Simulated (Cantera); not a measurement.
A perfectly stirred reactor is fed with 8.33 % NH3, 91.7 % H2, at 0.0267 bar; it is held at 2400 K, and followed from long to short residence time.

Detailed kinetics in Cantera: the gas-phase N/H chemistry of the illustrative SiF4/NH3 mechanism in the Surface Chemkin manual (1991). Walls and surfaces, which speed up NH3 decomposition in real reactors, are not modelled.

### Question
Predict: x(NH3) at τ = 1.10 s; x(H2) at τ = 1.10 s; x(N2) at τ = 1.10 s; x(N) at τ = 1.10 s; x(NH) at τ = 1.10 s; x(NH3) at τ = 23.0 ms; x(H2) at τ = 23.0 ms; x(N2) at τ = 23.0 ms; x(N) at τ = 23.0 ms; x(NH) at τ = 23.0 ms.

### Answer
```json
{
  "x(NH3) at τ = 1.10 s": "0.000108",
  "x(H2) at τ = 1.10 s": "0.902",
  "x(N2) at τ = 1.10 s": "0.0372",
  "x(N) at τ = 1.10 s": "7.62e-5",
  "x(NH) at τ = 1.10 s": "3.06e-5",
  "x(NH3) at τ = 23.0 ms": "0.0526",
  "x(H2) at τ = 23.0 ms": "0.928",
  "x(N2) at τ = 23.0 ms": "0.0136",
  "x(N) at τ = 23.0 ms": "1.34e-5",
  "x(NH) at τ = 23.0 ms": "7.64e-5"
}
```
